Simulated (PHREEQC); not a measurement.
## City or well water

Model water analysis in mmol/kgw, 25 °C, pH 7.05, pe 11:

```csv
constituent,mmol/kgw
Na,2.01
K,0.107
Ca,2.1
Mg,0.158
Cl,1.52
S(6),1.49
Alkalinity (meq/kgw),2.05
Sr,0.0026
N(5),0.00243
F,0.000851
Zn,0.00948
```

Na is adjusted to close the charge balance.
Valence states are taken as typed.

Equilibrium calculation in PHREEQC: ion-association model, wateq4f.dat.

The ionic strength comes out as 0.00929 mol/kgw.

```
species  molality  activity   log γ
-------  --------  --------  ------
HCO3-     0.00200   0.00182  -0.042
Na+       0.00190   0.00172  -0.043
Ca+2      0.00185   0.00126  -0.168
Cl-       0.00152   0.00137  -0.044
SO4-2     0.00125  0.000845  -0.170
CO2      0.000364  0.000365   0.001
CaSO4    0.000212  0.000212   0.001
Mg+2     0.000137   9.37e-5  -0.166
K+       0.000106   9.61e-5  -0.044
CaHCO3+   3.21e-5   2.92e-5  -0.041
MgSO4     1.85e-5   1.86e-5   0.001
```

Precipitation was switched off in this run. The database's zinc carbonate complexes are estimates, stronger than later reviews accept.
